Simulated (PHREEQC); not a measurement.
A solution holds 0.0027 mol/kgw HF, 0.00014 mol/kgw NH4HF2 and 0.089 mol/kgw H3PO4, at 15 °C and 300 atm. Closed to the air; pH follows from the charge balance.

All values are PHREEQC results (ion-association model, phreeqc.dat), not measurements.

Precipitation was switched off in this run.

Task: Estimate the pH, ionic strength.

Result: pH 1.62; ionic strength 0.0272 mol/kgw.

Task: In which forms is P present?

Result: H3PO4 70 %, H2PO4- 30 % of the P.

Under pressure, the constants of complexes without a molar volume in the database are unreliable.
